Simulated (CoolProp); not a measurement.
Vapour-liquid equilibrium of R227EA (1) + isobutene (2) at 234.3 K; x and y are mole fractions of (1).

Computed with CoolProp (multi-fluid Helmholtz-energy mixture model, Lemmon 2016 and Lemmon 2005; pair parameters Bell 2016).

```csv
x,"bubble pressure, mixture model (MPa)","bubble pressure, Raoult's law (MPa)","y, mixture model","y, Raoult's law"
0.05,0.02978,0.02441,0.231,0.070
0.125,0.03520,0.02519,0.385,0.170
0.2,…,0.02596,…,0.264
0.275,0.03980,0.02673,0.500,0.352
0.35,…,0.02751,0.527,0.435
0.425,0.04125,0.02828,0.549,0.514
0.5,…,0.02905,…,0.589
0.575,…,0.02983,0.591,0.659
0.65,0.04169,0.03060,0.619,0.727
0.725,0.04133,0.03137,0.656,0.791
0.8,0.04050,0.03214,0.708,0.851
0.875,0.03897,0.03292,0.783,0.909
0.95,…,0.03369,…,0.965
```

Task: Complete the blanks.

Result: 
- 0.2, bubble pressure, mixture model (MPa): 0.03817
- 0.2, y, mixture model: 0.459
- 0.35, bubble pressure, mixture model (MPa): 0.04071
- 0.5, bubble pressure, mixture model (MPa): 0.04158
- 0.5, y, mixture model: 0.569
- 0.575, bubble pressure, mixture model (MPa): 0.04174
- 0.95, bubble pressure, mixture model (MPa): 0.03651
- 0.95, y, mixture model: 0.894

The largest gap from Raoult's law is +48.9 % in bubble pressure, at x = 0.275. y crosses x between x = 0.575 and 0.65: the model has an azeotrope there.

The pair parameters rest on a limited set of measurements; away from them the model extrapolates.
